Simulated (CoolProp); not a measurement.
Vapour-liquid equilibrium of hydrogen sulfide (1) + benzene (2) at 307.1 K; x and y are mole fractions of (1).

The numbers come from the multi-fluid Helmholtz-energy mixture model, Lemmon 2006 and Thol 2012; pair parameters Bell 2016 in CoolProp.

Problem. Give the bubble pressure and the first vapour's composition at x = 0.05, 0.2, 0.35. Is there an azeotrope?

Solution. x = 0.05: 0.1282 MPa, y = 0.855; x = 0.2: 0.4472 MPa, y = 0.961; x = 0.35: 0.7715 MPa, y = 0.980. No azeotrope shows between x = 0.05 and 0.95.

The pair parameters rest on a limited set of measurements; away from them the model extrapolates.
